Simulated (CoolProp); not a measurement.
The numbers come from the reference Helmholtz-energy equation of state, Thol 2014 in CoolProp.

### Question
Give the vapour pressure (MPa), liquid density (kg/m³), enthalpy of vaporisation (kJ/kg), surface tension (mN/m) of saturated diethyl ether at 372.6, 376.4 K.

### Answer
| T (K) | p (MPa) | liquid density (kg/m³) | enthalpy of vaporisation (kJ/kg) | surface tension (mN/m) |
|---|---|---|---|---|
| 372.6 | 0.646 | 610 | 292 | 8.04 |
| 376.4 | 0.704 | 604 | 287 | 7.63 |

Surface tension comes from a separate correlation (Mulero 2014).
